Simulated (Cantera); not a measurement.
Input: 1 mol B₂H₆, 13 mol H₂O, 15 mol H₂, held at 1.33 mbar.

Method: chemical equilibrium by Gibbs-energy minimisation in Cantera with the NASA 1993 tables (ideal gas, pure condensed phases). Candidate condensed phases: B, B₂O₃, B₃O₃H₃, H₂O; 23 gas species. The feed counts by its element totals alone. Gases not in the tables: H₃BO₃. Kinetics and transport are ignored.

### Question
Which condensed phases are stable at each of these points (T (K)): 848, 898, 948, 998, 1048, 1098, 1148, 1198, 1248, 1298, 1348, 1398?

### Answer
| T (K) | condensed phases | B condensed (%) |
|---|---|---|
| 848 | B₂O₃(l) | 97.9 |
| 898 | B₂O₃(l) | 98.4 |
| 948 | B₂O₃(l) | 98.7 |
| 998 | B₂O₃(l) | 98.5 |
| 1048 | B₂O₃(l) | 97.7 |
| 1098 | B₂O₃(l) | 95.4 |
| 1148 | B₂O₃(l) | 90.4 |
| 1198 | B₂O₃(l) | 80.3 |
| 1248 | B₂O₃(l) | 61.5 |
| 1298 | B₂O₃(l) | 28.7 |
| 1348 | gas only | 0.0 |
| 1398 | gas only | 0.0 |

From 848 K to 1298 K the condensed part is B₂O₃(l). From 1348 K to 1398 K nothing is condensed.
